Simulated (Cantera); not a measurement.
**Reactions in the system H-N**

Standard-state values (1 bar) from the NASA 1993 polynomials, evaluated with Cantera. Values are per mole of reaction as written; species without (g) are pure solids or liquids, kept so even where they would boil at 1 bar.

N₂(g) + 6 H(g) → 2 NH₃(g)

| T (K) | ΔH° (kJ) | ΔS° (J/K) | ΔG° (kJ) | log10 K |
|---|---|---|---|---|
| 1973 | -1472.1 | -595.5 | -297.1 | 7.87 |
| 2023 | -1472.9 | -596.0 | -267.3 | 6.90 |
| 2073 | -1473.7 | -596.3 | -237.5 | 5.98 |
| 2123 | -1474.4 | -596.7 | -207.7 | 5.11 |
| 2173 | -1475.1 | -597.0 | -177.8 | 4.27 |
| 2223 | -1475.8 | -597.3 | -148.0 | 3.48 |
| 2273 | -1476.4 | -597.6 | -118.1 | 2.71 |

3 H₂(g) + 2 N(g) → 2 NH₃(g)

| T (K) | ΔH° (kJ) | ΔS° (J/K) | ΔG° (kJ) | log10 K |
|---|---|---|---|---|
| 1973 | -1071.3 | -369.2 | -342.9 | 9.08 |
| 2023 | -1071.3 | -369.2 | -324.4 | 8.38 |
| 2073 | -1071.3 | -369.2 | -306.0 | 7.71 |
| 2123 | -1071.2 | -369.1 | -287.5 | 7.07 |
| 2173 | -1071.1 | -369.1 | -269.1 | 6.47 |
| 2223 | -1071.0 | -369.1 | -250.6 | 5.89 |
| 2273 | -1070.9 | -369.0 | -232.2 | 5.34 |
